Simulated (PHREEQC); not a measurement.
# Copper plating or etch bath: an equilibrium model

A solution holds 0.035 mol Cu(BF4)2, 0.24 mol HNO3 and 0.051 mol Na2SO4 per kg of water, at 25 °C. Closed to the air; pH follows from the charge balance.

Computed with PHREEQC (ion-association model, wateq4f.dat).

This is a speciation only: nothing precipitates in the calculation.

Task: What pH does the model give?

Result: pH 0.82.

Task: In which forms is S present?

Result: HSO4- 77 %, SO4-2 16 %, CuSO4 5.6 %, NaSO4- 1.8 % of the S.

Real BF4- forms and hydrolyses slowly; the run takes it at equilibrium.
